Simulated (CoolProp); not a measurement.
R410A along the isotherm 384.8 K: fugacity coefficient from the reference equation and from simpler models built on Tc = 344.5 K, pc = 4901 kPa, ω = 0.296; each cubic takes its own stable root.

Computed with CoolProp (reference Helmholtz-energy equation of state, Lemmon 2003). It is a pseudo-pure fit of the blend.

| p (kPa) | phase | reference |
|---|---|---|
| 175 | gas | 0.9911 |
| 350 | gas | 0.9823 |
| 525 | gas | 0.9735 |
| 700 | gas | 0.9648 |
| 875 | gas | 0.9561 |
| 1050 | gas | 0.9474 |
| 1230 | gas | 0.9386 |
| 1400 | gas | 0.9303 |
| 1580 | gas | 0.9215 |
| 1750 | gas | 0.9133 |
| 1930 | gas | 0.9047 |
| 2100 | gas | 0.8965 |
| 2280 | gas | 0.8880 |
| 2450 | gas | 0.8799 |

**Question.** How far does each simpler model (Soave-Redlich-Kwong, Peng-Robinson) lie from the reference over these 14 states: mean and median of the absolute difference, and the worst?

**Answer.** 
- Soave-Redlich-Kwong: mean 0.5 %, median 0.5 %, worst +1.0 % at 384.8 K and 2450 kPa
- Peng-Robinson: mean 0.4 %, median 0.4 %, worst -0.6 % at 384.8 K and 2450 kPa
